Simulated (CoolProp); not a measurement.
Vapour-liquid equilibrium of R143a (1) + R134a (2) at 208.2 K; x and y are mole fractions of (1).

Values from CoolProp's multi-fluid Helmholtz-energy mixture model, Lemmon and Jacobsen 2000 and Tillner-Roth 1994; pair parameters Lemmon 2004.

```json
[
 {"x": "0.05", "bubble pressure (MPa)": "0.01282", "y at the bubble point": "0.153", "dew pressure at overall composition x (MPa)": "0.01184", "liquid density (mol/L)": "[?]"},
 {"x": "0.2", "bubble pressure (MPa)": "0.01710", "y at the bubble point": "0.464", "dew pressure at overall composition x (MPa)": "0.01333", "liquid density (mol/L)": "[?]"},
 {"x": "0.35", "bubble pressure (MPa)": "0.02143", "y at the bubble point": "0.651", "dew pressure at overall composition x (MPa)": "0.01524", "liquid density (mol/L)": "14.55"},
 {"x": "0.5", "bubble pressure (MPa)": "0.02578", "y at the bubble point": "0.776", "dew pressure at overall composition x (MPa)": "0.01780", "liquid density (mol/L)": "14.53"},
 {"x": "0.65", "bubble pressure (MPa)": "0.03013", "y at the bubble point": "[?]", "dew pressure at overall composition x (MPa)": "0.02140", "liquid density (mol/L)": "14.51"},
 {"x": "0.8", "bubble pressure (MPa)": "0.03447", "y at the bubble point": "0.932", "dew pressure at overall composition x (MPa)": "0.02683", "liquid density (mol/L)": "14.48"},
 {"x": "0.95", "bubble pressure (MPa)": "[?]", "y at the bubble point": "0.985", "dew pressure at overall composition x (MPa)": "0.03584", "liquid density (mol/L)": "14.45"}
]
```

### Question
Some entries are withheld; supply them.

### Answer

- 0.05, liquid density (mol/L): 14.58
- 0.2, liquid density (mol/L): 14.57
- 0.65, y at the bubble point: 0.865
- 0.95, bubble pressure (MPa): 0.03882

No azeotrope shows between x = 0.05 and 0.95.

The pair parameters rest on a limited set of measurements; away from them the model extrapolates.
